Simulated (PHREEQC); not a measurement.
Make-up at 25 °C: 13 mmol/kgw CdCl2, 18 mmol/kgw ZnCl2 and 180 mmol/kgw HCl. Closed to the air; pH follows from the charge balance.

Model: ion-association model, phreeqc.dat, run in PHREEQC.

No solid was allowed to form.

Problem. Predict the pH, activity of water.

Solution. pH 0.85; activity of water 0.993.

Problem. In which forms is Cd present?

Solution. CdCl+ 59 %, CdCl2 27 %, Cd+2 9.8 %, CdCl3- 3.8 % of the Cd.

Complexes and solids missing from the database can't appear.
